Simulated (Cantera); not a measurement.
# BN + F₂ + N₂ + HCl (nitride etching)

Feed: 1 mol BN, 8.5 mol F₂, 2.9 mol N₂, 8.8 mol HCl, held at 2.10 Pa.

Method: chemical equilibrium by Gibbs-energy minimisation in Cantera with the NASA 1993 tables (ideal gas, pure condensed phases). Candidate condensed phases: B, BN, NH₄Cl; 40 gas species. The tables' values for BF₂ are old estimates; treat these amounts as uncertain. The numbers say what is thermodynamically allowed, not how fast it happens.

```
T (K)  log p HF  log p Cl  log p F  log p N₂  log p ClF  log p Cl₂  log p BF₃
-----  --------  --------  -------  --------  ---------  ---------  ---------
1198      -5.12     -5.36    -5.53     -5.53      -5.82      -6.06      -6.07
1298      -5.16     -5.21    -5.42     -5.57      -6.43      -6.60      -6.10
1398      -5.17     -5.18    -5.40     -5.58      -7.12      -7.25      -6.11
1498      -5.17     -5.17    -5.40     -5.58      -7.76      -7.86      -6.11
1598      -5.17     -5.17    -5.40     -5.58      -8.32      -8.41      -6.11
1698      -5.17     -5.17    -5.40     -5.58      -8.82      -8.89      -6.11
1798      -5.17     -5.17    -5.40     -5.58      -9.27      -9.33      -6.11
1898      -5.17     -5.17    -5.40     -5.58      -9.67      -9.72      -6.11
1998      -5.17     -5.17    -5.40     -5.58     -10.03     -10.07      -6.11
```
log p: log10 of the partial pressure in bar; nothing condenses.

From 1198 K to 1998 K nothing is condensed. The main B-bearing gas is BF₃ throughout.
